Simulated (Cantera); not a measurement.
Input: 1 mol Si, a varied amount of HCl, equilibrated at 975 K and 0.100 bar.

Method: chemical equilibrium by Gibbs-energy minimisation in Cantera with the NASA 1993 tables (ideal gas, pure condensed phases). Candidate condensed phases: Si; 19 gas species. The tables' values for SiCl₃ are old estimates; treat these amounts as uncertain. The numbers say what is thermodynamically allowed, not how fast it happens.

x: gas mole fraction; n: condensed amount in mol.

| n(HCl) (mol) | x H₂ | x HCl | x SiCl₄ | x SiHCl₃ | x SiCl₃ | n Si(s) |
|---|---|---|---|---|---|---|
| 1 | 0.634 | 0.0179 | 0.286 | 0.0578 | 0.00287 | 0.741 |
| 1.3 | 0.634 | 0.0179 | 0.286 | 0.0578 | 0.00287 | 0.664 |
| 1.5 | 0.634 | 0.0179 | 0.286 | 0.0578 | 0.00287 | 0.612 |
| 1.9 | 0.634 | 0.0179 | 0.286 | 0.0578 | 0.00287 | 0.508 |
| 2.3 | 0.634 | 0.0179 | 0.286 | 0.0578 | 0.00287 | 0.405 |
| 2.7 | 0.634 | 0.0179 | 0.286 | 0.0578 | 0.00287 | ___ |
| 3.3 | 0.634 | 0.0179 | 0.286 | 0.0578 | 0.00287 | 0.146 |
| 4 | 0.633 | ___ | 0.299 | ___ | 0.00157 | 0 |
| 4.9 | 0.510 | 0.234 | 0.253 | 0.00315 | 0.000175 | 0 |
| 5.9 | 0.407 | 0.389 | 0.203 | 0.00121 | 7.52e-5 | 0 |
| 7.1 | 0.327 | 0.509 | 0.163 | 0.000600 | 4.15e-5 | 0 |

Task: Fill in the missing entries.

Result: 
- 2.7, n Si(s): 0.302
- 4, x HCl: 0.0343
- 4, x SiHCl₃: 0.0316
